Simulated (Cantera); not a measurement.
Cantera run:

```python
import numpy as np
import cantera as ct

gas_names = """
    AL ALH ALN ALO ALOH ALO2 ALO2H AL2 AL2O AL2O2 H HALO HNO HNO2 HNO3 HO2 H2 H2O H2O2 N NH NH2 NH3
    NH2OH NO NO2 NO3 N2 N2H2 N2H4 N2O O OH O2 O3
""".split()
cond_names = """
    AL(cr) AL(L) ALN(s) AL2O3(a) AL2O3(L) H2O(s) H2O(L)
""".split()


# ... load() reads the species with a 1 bar reference pressure and builds the phases ...
atoms = {
    'Al': {'AL': 1},
    'N2': {'N': 2},
    'H2': {'H': 2},
    'N2O': {'N': 2, 'O': 1},
}
top_T = {'ALN(s)': 2750}  # K; cautious upper limits of use, not melting points


# ... equilibrate(T, P, feed) seeds the gas with the atoms and calls Mixture.equilibrate('TP', solver="vcs", rtol=1e-11, max_steps=5000) ...
results = []
T = 1575  # K
P = 10000  # Pa
for m in [1.1, 2.9, 7.5, 19, 48, 120, 320, 800]:
    feed = {'Al': 1, 'N2': 34, 'H2': m, 'N2O': 0.86}  # mol
    mix = equilibrate(T, P, feed)
    results.append((T, P, feed, dict(zip(mix.species_names, mix.species_moles))))
    x = sorted(zip(gas.X, gas.species_names), reverse=True)
    print(f"T = {T:g} K  P = {P:g} Pa  n(H2) = {m:g} mol  gas = {mix.phase_moles(0):.4g} mol")
    print("   x: " + "  ".join(f"{s} {v:.3e}" for v, s in x if v > 0.001))
    print("   condensed (mol): " + ("  ".join(f"{mix.phase(i).name} {mix.phase_moles(i):.4g}"
          for i in range(1, mix.n_phases) if mix.phase_moles(i) > 1e-12) or "none"))
```

It prints:

```
T = 1575 K  P = 10000 Pa  n(H2) = 1.1 mol  gas = 35.75 mol
   x: N2 9.692e-01  H2 3.076e-02
   condensed (mol): ALN(s) 0.4267  AL2O3(a) 0.2867
T = 1575 K  P = 10000 Pa  n(H2) = 2.9 mol  gas = 37.55 mol
   x: N2 9.227e-01  H2 7.722e-02
   condensed (mol): ALN(s) 0.4267  AL2O3(a) 0.2867
T = 1575 K  P = 10000 Pa  n(H2) = 7.5 mol  gas = 42.15 mol
   x: N2 8.220e-01  H2 1.779e-01
   condensed (mol): ALN(s) 0.4267  AL2O3(a) 0.2866
T = 1575 K  P = 10000 Pa  n(H2) = 19 mol  gas = 53.65 mol
   x: N2 6.458e-01  H2 3.541e-01
   condensed (mol): ALN(s) 0.4268  AL2O3(a) 0.2866
T = 1575 K  P = 10000 Pa  n(H2) = 48 mol  gas = 82.65 mol
   x: H2 5.807e-01  N2 4.192e-01
   condensed (mol): ALN(s) 0.4271  AL2O3(a) 0.2865
T = 1575 K  P = 10000 Pa  n(H2) = 120 mol  gas = 154.7 mol
   x: H2 7.759e-01  N2 2.240e-01
   condensed (mol): ALN(s) 0.4274  AL2O3(a) 0.2863
T = 1575 K  P = 10000 Pa  n(H2) = 320 mol  gas = 354.7 mol
   x: H2 9.022e-01  N2 9.768e-02
   condensed (mol): ALN(s) 0.4282  AL2O3(a) 0.2859
T = 1575 K  P = 10000 Pa  n(H2) = 800 mol  gas = 834.7 mol
   x: H2 9.584e-01  N2 4.151e-02
   condensed (mol): ALN(s) 0.4295  AL2O3(a) 0.2852
```

These are equilibrium values from Cantera (NASA tables, ideal gas, pure condensed phases), not measurements of a reactor. Mutual solubility and eutectic melting of coexisting phases are not modelled.
